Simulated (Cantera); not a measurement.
Input (Python, Cantera):

```python
import numpy as np
import cantera as ct

gas = ct.Solution("gri30.yaml")
gas.TPX = 1375, 22000, {'CO': 0.0014, 'O2': 0.028, 'H2O': 0.0011, 'N2': 1}
reactor = ct.IdealGasConstPressureReactor(gas, energy="off", clone=False)
net = ct.ReactorNet([reactor])
net.rtol, net.atol = 1e-08, 1e-18
show = ['CO', 'O2', 'H2O', 'H2', 'NO2']
times = np.geomspace(9e-05, 90, 10)

steps = ct.SolutionArray(gas, extra=["t"])
rows = []
print(f"{'t/s':>10s}{'T/K':>9s}{'P/Pa':>11s}" + "".join(f"{s:>11s}" for s in show))
for t in times:
    while net.time < t:
        t_next = net.step()
        steps.append(gas.state, t=t_next)
    rows.append([np.interp(t, steps.t, y) for y in (steps.T, steps.P, *steps(*show).X.T)])
    print(f"{t:10.3e}{rows[-1][0]:9.1f}{rows[-1][1]:11.4g}" + "".join(f"{x:11.3e}" for x in rows[-1][2:]))
rate = np.gradient(steps.T, steps.t)
print("integrator steps:", len(steps.t))
if steps.T.max() > steps.T[0] + 200:
    print(f"time of steepest temperature rise: {steps.t[rate.argmax()]:.4e} s")
gas.TPX = 1375, 22000, {'CO': 0.0014, 'O2': 0.028, 'H2O': 0.0011, 'N2': 1}
gas.equilibrate("TP")
print(f"equilibrium (TP): T = {gas.T:.1f} K  " + "  ".join(f"{s} {gas[s].X[0]:.3e}" for s in show))
```

Result:

```
       t/s      T/K       P/Pa         CO         O2        H2O         H2        NO2
 9.000e-05   1375.0    2.2e+04  1.359e-03  2.717e-02  1.067e-03  1.424e-15  4.552e-25
 4.177e-04   1375.0    2.2e+04  1.359e-03  2.717e-02  1.067e-03  9.025e-14  5.657e-23
 1.939e-03   1375.0    2.2e+04  1.359e-03  2.717e-02  1.067e-03  6.395e-12  7.297e-21
 9.000e-03   1375.0    2.2e+04  1.358e-03  2.717e-02  1.067e-03  8.650e-10  3.387e-18
 4.177e-02   1375.0    2.2e+04  7.453e-04  2.668e-02  1.006e-03  6.718e-06  9.125e-12
 1.939e-01   1375.0    2.2e+04  8.492e-06  2.649e-02  1.053e-03  7.425e-07  4.731e-10
 9.000e-01   1375.0    2.2e+04  2.337e-07  2.651e-02  1.065e-03  4.291e-08  6.659e-10
 4.177e+00   1375.0    2.2e+04  2.142e-08  2.651e-02  1.067e-03  7.091e-09  4.572e-10
 1.939e+01   1375.0    2.2e+04  1.136e-08  2.651e-02  1.067e-03  4.310e-09  4.248e-10
 9.000e+01   1375.0    2.2e+04  1.133e-08  2.651e-02  1.067e-03  4.301e-09  4.374e-10
integrator steps: 1390
equilibrium (TP): T = 1375.0 K  CO 1.136e-08  O2 2.638e-02  H2O 1.067e-03  H2 4.312e-09  NO2 3.343e-07
```

Cantera simulation using GRI-Mech 3.0 (53 species, 325 reactions); the numbers are that mechanism's predictions, not measurements.
